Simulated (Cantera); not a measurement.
## AlN + H₂ + N₂ (nitride etching)

Input: 1 mol AlN, 31 mol H₂, 17 mol N₂, at 0.0133 bar.

Cantera equilibrium calculation (NASA polynomials, part measured and part estimated; ideal gas, pure solids and liquids). Candidate condensed phases: Al, AlN; 13 gas species. Equilibrium is a limit: real reactors are often held back by kinetics, nucleation or transport.

```csv
T (K),x H₂,x N₂,x Al,x H,x AlH,x NH₃,n AlN(s)
873,0.646,0.354,<1e-12,3.26e-10,<1e-12,6.25e-6,1.00
973,0.646,0.354,<1e-12,7.53e-9,<1e-12,2.88e-6,1.00
1073,0.646,0.354,<1e-12,9.75e-8,<1e-12,1.52e-6,1.00
1173,0.646,0.354,<1e-12,8.21e-7,<1e-12,8.95e-7,1.00
1273,0.646,0.354,7.33e-12,4.96e-6,2.32e-12,5.70e-7,1.00
1373,0.646,0.354,5.96e-10,2.32e-5,1.14e-10,3.87e-7,1.00
1473,0.646,0.354,2.65e-8,8.80e-5,3.30e-9,2.77e-7,1.000
1573,0.646,0.354,7.21e-7,0.000283,6.15e-8,2.07e-7,1.000
1673,0.645,0.354,1.32e-5,0.000792,8.05e-7,1.60e-7,0.999
1773,0.644,0.354,0.000172,0.00198,7.83e-6,1.27e-7,0.991
1873,0.640,0.353,0.00171,0.00447,5.94e-5,1.02e-7,0.915
1973,0.625,0.352,0.0134,0.00924,0.000362,8.22e-8,0.324
2073,0.612,0.350,0.0196,0.0178,0.000424,6.74e-8,0
```
x: gas mole fraction; n: condensed amount in mol.

From 873 K to 1973 K the condensed part is AlN(s). At 2073 K nothing is condensed.
